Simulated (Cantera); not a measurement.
## MgO + C + CO (carbothermic reduction)

Feed: 1 mol MgO, 4 mol C, 0.01 mol CO, held at 1723 K and 7.50 Torr.

These are equilibrium values from Cantera (NASA tables, ideal gas, pure condensed phases), not measurements of a reactor. Candidate condensed phases: C, Mg, MgCO3, MgO; 15 gas species. Equilibrium is a limit: real reactors are often held back by kinetics, nucleation or transport.

| Property | Result |
|---|---|
| x(CO) | 0.502 |
| x(Mg) | 0.498 |
| n(C(graphite)) | 3.00 mol |
| gas amount | 2.010 mol |
| log10 activity of Mg(l) (absent) | -3.31 |
